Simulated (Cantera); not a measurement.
A closed system holds: 1 mol Si, 4.6 mol HCl, 23 mol H2, equilibrated at 800 K and 1.10 Pa.

These are equilibrium values from Cantera (NASA tables, ideal gas, pure condensed phases), not measurements of a reactor. Candidate condensed phases: Si; 19 gas species. The tables' values for SiCl3 are old estimates; treat these amounts as uncertain. Equilibrium is a limit: real reactors are often held back by kinetics, nucleation or transport.

Base state: H2 0.938, SiCl4 0.0358, HCl 0.0245, SiHCl3 0.00124, SiCl3 0.000267, SiCl2 0.000222 (mole fractions); condensed: gas only.

**Question.** What changes in the equilibrium state with this change: temperature from 800 K to 1298 K?

**Answer.** 
| species | before | after |
|---|---|---|
| H2 | 0.938 | 0.865 |
| HCl | 0.0245 | 0.102 |
| SiCl2 | 0.000222 | 0.0321 |
| SiCl4 | 0.0358 | 3.24e-6 |
| H | <1e-9 | 0.000301 |
| Cl | <1e-9 | 2.99e-5 |
| Si(s), mol | 0 | 0.111 |

**Question.** What changes in the equilibrium state with this change: HCl from 4.6 to 9.1 mol?

**Answer.** 
```tsv
species	before	after
H2	0.938	0.804
HCl	0.0245	0.164
SiCl4	0.0358	0.0320
SiCl2	0.000222	3.77e-6
SiHCl3	0.00124	0.000141
SiCl3	0.000267	3.30e-5
```
